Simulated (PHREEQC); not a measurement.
Brine

Consider water at 59 °C with 0.96 mol/kgw NaCl and 0.015 mol/kgw K2SO4. It is in equilibrium with CO2 at log p = -3.5 (atm). Otherwise closed; pH follows from the charge balance.

All values are PHREEQC results (Pitzer model, pitzer.dat), not measurements.

Each row changes one thing in this solution. No solid was allowed to form.

```
case                                pH  CO2 (mol/kgw)  HCO3- (mol/kgw)  HSO4- (mol/kgw)  SI of Arcanite (K2SO4)
--------------------------------  ----  -------------  ---------------  ---------------  ----------------------
as made                           5.74        4.51e-6          2.86e-6          8.14e-7                   -4.88
NaCl left out                     5.99        5.25e-6          3.35e-6          2.15e-6                   -3.85
K2SO4 from 0.015 to 0.03 mol/kgw  5.79        4.48e-6          3.25e-6          1.43e-6                   -4.00
NaCl from 0.96 to 4.8 mol/kgw     5.33        2.44e-6          1.85e-6          5.54e-7                   -5.52
0.062 mol/kgw HCl added           1.32        4.51e-6         1.13e-10          0.00838                   -5.27
diluted 10-fold with water        5.81        5.20e-6          2.12e-6          2.31e-7                   -7.07
```

Species that the database lacks are ignored. In brines, pH and single-ion activities rest on the MacInnes convention. At this temperature some constants are extrapolated from 25 °C, and those without enthalpy data are left unchanged.
